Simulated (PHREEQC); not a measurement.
## Metal-bearing waste water

Consider water at 25 °C with 0.29 mol/kgw ZnSO4, 4.4e-05 mol/kgw NiCl2, 0.061 mol/kgw NaH2PO4 and 0.021 mol/kgw NaCl. Closed to the air; pH follows from the charge balance.

Model: ion-association model, wateq4f.dat, run in PHREEQC.

Each row changes one thing in this solution. Precipitation was switched off in this run.

| case | pH | ionic strength (mol/kgw) | Na+ (mol/kgw) | Cl- (mol/kgw) | HPO4-2 (mol/kgw) | H3PO4 (mol/kgw) | SI of Halite (NaCl) | SI of Ni(OH)2 (Ni(OH)2) |
|---|---|---|---|---|---|---|---|---|
| as made | 4.41 | 0.621 | 0.0758 | 0.0194 | 0.000332 | 0.000202 | -4.77 | -7.12 |
| ZnSO4 left out | 4.50 | ? | 0.0820 | 0.0211 | 0.000241 | 0.000218 | -4.55 | -6.56 |
| NaH2PO4 from 0.061 to 0.122 mol/kgw | 4.35 | 0.693 | 0.132 | 0.0194 | 0.000590 | 0.000458 | -4.53 | -7.23 |
| ZnSO4 from 0.29 to 0.58 mol/kgw | 4.39 | 1.12 | 0.0732 | 0.0185 | 0.000366 | 0.000182 | -4.82 | -7.14 |
| NaCl from 0.021 to 0.0189 mol/kgw | 4.41 | 0.619 | 0.0739 | 0.0175 | 0.000332 | 0.000202 | -4.82 | ? |
| NiCl2 from 4.4e-05 to 8.8e-05 mol/kgw | 4.41 | 0.621 | 0.0758 | 0.0195 | 0.000332 | 0.000202 | -4.77 | -6.81 |

Problem. Fill in the missing entries.

Solution. 
- ZnSO4 left out, ionic strength (mol/kgw): 0.0824
- NaCl from 0.021 to 0.0189 mol/kgw, SI of Ni(OH)2 (Ni(OH)2): -7.11

The ionic strength passes 0.7 mol/kgw, the rough limit of the ion-association models, in ZnSO4 from 0.29 to 0.58 mol/kgw. Species that the database lacks are ignored. Some of these states are supersaturated (in Zn3(PO4)2:4w, for instance). H3PO4, which wateq4f.dat lacks, is added to it with the constant of phreeqc.dat. The database has no phosphate complexes of Zn, Ni.
